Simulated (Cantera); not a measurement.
A closed system holds: 1 mol BCl3, 0.49 mol NH3, 10 mol H2, at 1423.15 K and 93000 Pa.

Cantera equilibrium calculation (NASA polynomials, part measured and part estimated; ideal gas, pure solids and liquids). Candidate condensed phases: B, BN, NH4Cl; 21 gas species. Mutual solubility and eutectic melting of coexisting phases are not modelled. The tables' values for BCl2, BCl are old estimates; treat these amounts as uncertain. Gases not in the tables: BHCl2. Kinetics and transport are ignored.

Base state: H2 0.812, HCl 0.158, BCl3 0.0302, BCl2 0.000107, BCl 1.56e-5 (mole fractions); condensed: B(s) + BN(s).

Task: What changes in the equilibrium state with this change: NH3 from 0.49 to 1.4 mol?

Result: 
```csv
species,before,after
H2,0.812,0.768
HCl,0.158,0.217
N2,<1e-9,0.0145
BCl3,0.0302,1.84e-5
BCl,1.56e-5,4.76e-9
BCl2,0.000107,4.61e-8
"B(s), mol",0.145,0
"BN(s), mol",0.490,1.000
```
